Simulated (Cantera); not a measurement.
MgCl2 + O2 + N2 (halide evaporation, hydrolysis and transport)

Input: 1 mol MgCl2, 7.9 mol O2, 11 mol N2, at 1727 °C.

Equilibrium computed with Cantera from the NASA thermochemical tables; the gas is ideal and each condensed phase is pure. Candidate condensed phases: Mg, MgCl2, MgO; 18 gas species. Kinetics and transport are ignored.

```
P (Pa)  log p N2  log p O2  log p O  log p Cl  log p Mg  log p MgCl2  log p NO  log p Cl2  n MgO(s)
------  --------  --------  -------  --------  --------  -----------  --------  ---------  --------
0.100      -6.37     -6.77    -6.56     -7.10     -7.41       -12.03     -8.29     -13.94         0
1          -5.33     -5.55    -5.95     -6.07     -6.37        -8.92     -7.16     -11.87         0
10         -4.28     -4.48    -5.41     -5.05     -6.12        -6.62     -6.11      -9.83     0.780
100        -3.27     -3.45    -4.90     -4.07     -6.63        -5.19     -5.09      -7.88     0.861
1000       -2.27     -2.44    -4.39     -3.15     -7.14        -3.86     -4.08      -6.04     0.717
10000      -1.27     -1.43    -3.89     -2.29     -7.64        -2.63     -3.07      -4.31     0.531
100000     -0.26     -0.42    -3.38     -1.47     -8.15        -1.51     -2.07      -2.69     0.380
```
log p: log10 of the partial pressure in bar; n: condensed amount in mol.

From 1.00e-6 bar to 1.00e-5 bar nothing is condensed. From 0.000100 bar to 1.00 bar the condensed part is MgO(s). The main Mg-bearing gas is Mg at 1.00e-6 bar and MgCl2 at 1.00 bar.
